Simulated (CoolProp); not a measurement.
Properties of m-xylene along the isotherm 620 K (Tc = 616.9 K, pc = 3535 kPa, ω = 0.326).

Model: reference Helmholtz-energy equation of state, Zhou 2012, in CoolProp.

```
p (kPa)          phase  Joule-Thomson coefficient (K/MPa)  isothermal compressibility (1/MPa)  expansivity (1/kK)  conductivity (mW/(m K))  fugacity coefficient
-------  -------------  ---------------------------------  ----------------------------------  ------------------  -----------------------  --------------------
112                gas                              7.292                               9.033               1.674                     43.1                0.9887
199                gas                              7.390                               5.131               1.724                     43.0                0.9799
353                gas                              7.573                               2.943               1.820                     43.0                0.9644
629                gas                              7.932                               1.708               2.016                     42.9                0.9369
1120               gas                              8.693                               1.029               2.467                     43.0                0.8887
1990               gas                              10.66                              0.6916               3.887                     44.3                0.8049
3530               gas                              22.25                               1.497               38.77                     66.4                0.6547
6290     supercritical                              1.434                             0.03759               5.163                     76.0                0.4213
11200    supercritical                             0.4800                             0.01452               2.811                     79.7                0.2879
19900    supercritical                            0.08365                            0.007173               1.829                     85.2                0.2223
35300    supercritical                            -0.1264                            0.003853               1.270                     93.5                0.2099
```

Thermal conductivity comes from a separate model (Mylona 2014).
